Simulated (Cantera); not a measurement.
What does this Cantera script print?

```python
import numpy as np
import cantera as ct

gas_names = """
    CL CLO CL2 H HCL HOCL HO2 H2 H2O H2O2 Mg MgCL MgCL2 MgH MgO MgOH MgO2H2 Mg2 O OH O2 O3
""".split()
cond_names = """
    H2O(s) H2O(L) Mg(cr) Mg(L) MgCL2(s) MgCL2(L) MgO(s) MgO(L) MgO2H2(s)
""".split()


# ... load() reads the species with a 1 bar reference pressure and builds the phases ...
atoms = {
    'MgO': {'Mg': 1, 'O': 1},
    'HCl': {'H': 1, 'CL': 1},
    'O2': {'O': 2},
}
top_T = {}  # K; cautious upper limits of use, not melting points


# ... equilibrate(T, P, feed) seeds the gas with the atoms and calls Mixture.equilibrate('TP', solver="vcs", rtol=1e-11, max_steps=5000) ...
results = []
feed = {'MgO': 1, 'HCl': 3, 'O2': 0.39}  # mol
T = 1523  # K
for P in [1, 4.2, 18, 75, 320, 1300, 5600, 24000, 100000]:
    mix = equilibrate(T, P, feed)
    results.append((T, P, feed, dict(zip(mix.species_names, mix.species_moles))))

top = {s: max(r[3][s] / sum(r[3][g] for g in gas_names) for r in results) for s in gas_names}
cols = sorted((s for s in top if top[s] > 1e-05), key=lambda s: -top[s])[:7]
seen = [c for c in cond_names if any(r[3].get(c, 0) > 1e-12 for r in results)]
print("log10 of partial pressures in bar; condensed amounts in mol")
print(f"{'P/Pa':>10s}" + "".join(f"{s[:9]:>10s}" for s in cols + seen))
for T, P, feed, n in results:
    ng = sum(n[g] for g in gas_names)
    print(f"{P:10.4g}" + "".join(f"{np.log10(max(n[s] / ng * P / 1e5, 1e-99)):10.3f}" for s in cols)
          + "".join(f"{n.get(c, 0):10.4g}" for c in seen))
```

It prints:

```
log10 of partial pressures in bar; condensed amounts in mol
      P/Pa       HCL        CL       H2O        O2       CL2     MgCL2        OH    MgO(s)
         1    -5.213    -5.729    -5.942    -6.204    -9.123    -6.660    -7.874    0.9222
       4.2    -4.567    -5.198    -5.367    -5.516    -8.062    -5.943    -7.414    0.9043
        18    -3.916    -4.671    -4.780    -4.833    -7.007    -5.229    -6.950    0.8856
        75    -3.283    -4.164    -4.197    -4.176    -5.995    -4.545    -6.494    0.8683
       320    -2.643    -3.661    -3.594    -3.519    -4.988    -3.867    -6.028     0.854
      1300    -2.027    -3.187    -2.999    -2.895    -4.040    -3.232    -5.575    0.8456
      5600    -1.389    -2.709    -2.362    -2.257    -3.084    -2.594    -5.097    0.8456
   2.4e+04    -0.758    -2.252    -1.703    -1.638    -2.170    -1.990    -4.613    0.8566
     1e+05    -0.144    -1.826    -1.033    -1.049    -1.317    -1.432    -4.130    0.8771
```

Method: chemical equilibrium by Gibbs-energy minimisation in Cantera with the NASA 1993 tables (ideal gas, pure condensed phases).
